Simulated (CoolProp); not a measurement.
A single-stage vapour-compression cycle with ethane: evaporating at 195.15 K (dew point), condensing at 261.15 K (bubble point), superheat 10 K, subcooling 8 K, compressor efficiency 0.85, no pressure losses. Each further row changes one setting.

Model: reference Helmholtz-energy equation of state, Bücker 2006, in CoolProp.

```csv
case,cooling COP,pressure ratio,discharge temperature (K),refrigerating effect (kJ/kg),volumetric capacity (kJ/m³)
as stated,1.85,10.2,329.5,333,1060
evaporating temperature 200.15 K,___,___,322.9,338,1340
condensing temperature 256.15 K,___,___,321.6,347,1110
subcooling 13 K,1.93,10.2,329.5,347,1110
superheat 20 K,1.83,10.2,___,348,___
compressor efficiency 0.75,___,10.2,341.0,333,1060
```

Problem. What belongs in the gaps?

Solution. 
- evaporating temperature 200.15 K, cooling COP: 2.10
- evaporating temperature 200.15 K, pressure ratio: 8.07
- condensing temperature 256.15 K, cooling COP: 2.07
- condensing temperature 256.15 K, pressure ratio: 8.90
- superheat 20 K, discharge temperature (K): 341.3
- superheat 20 K, volumetric capacity (kJ/m³): 1050
- compressor efficiency 0.75, cooling COP: 1.63
